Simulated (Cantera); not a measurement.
A perfectly stirred reactor is fed with CH4 : C2H6 : C3H8 : O2 : N2 = 1 : 0.16 : 0.038 : 3.02 : 11.4 (molar parts), equivalence ratio 0.91, at 1700000 Pa; it is adiabatic with a 450 K inlet, and is followed from long to short residence time, starting on the burning branch (τ in s: 0.052, 0.022, 0.0092, 0.0038, 0.0016, 0.00067, 0.00028, 0.00012, 4.9e-05, 2.1e-05, 8.6e-06, 3.6e-06).

Computed with Cantera and GRI-Mech 3.0 (53 species, 325 reactions). The pressure lies above the range GRI-Mech 3.0 was tuned for (to about 10 atm).

**Question.** What does this change do: pressure from 1700000 Pa to 100000 Pa?

**Answer.** 
```json
[
 {"quantity": "blow-out, bracketed by the residence times tried", "before": "burning at 21.0 µs, out at 8.60 µs", "after": "burning at 0.120 ms, out at 49.0 µs"},
 {"quantity": "x(CH4) at τ = 52.0 ms", "before": "6.31e-7", "after": "3.74e-6"},
 {"quantity": "x(C2H6) at τ = 52.0 ms", "before": "1.14e-8", "after": "7.92e-8"},
 {"quantity": "x(C3H8) at τ = 52.0 ms", "before": "3.05e-9", "after": "2.13e-8"},
 {"quantity": "x(CH2O) at τ = 52.0 ms", "before": "1.24e-7", "after": "8.16e-7"},
 {"quantity": "x(HCO) at τ = 52.0 ms", "before": "2.92e-9", "after": "4.51e-8"},
 {"quantity": "x(CH4) at τ = 0.280 ms", "before": "6.50e-5", "after": "0.000226"},
 {"quantity": "x(C2H6) at τ = 0.280 ms", "before": "1.76e-6", "after": "9.09e-6"},
 {"quantity": "x(C3H8) at τ = 0.280 ms", "before": "4.37e-7", "after": "1.76e-6"},
 {"quantity": "x(CH2O) at τ = 0.280 ms", "before": "1.34e-5", "after": "3.74e-5"},
 {"quantity": "x(HCO) at τ = 0.280 ms", "before": "4.94e-7", "after": "7.69e-6"}
]
```
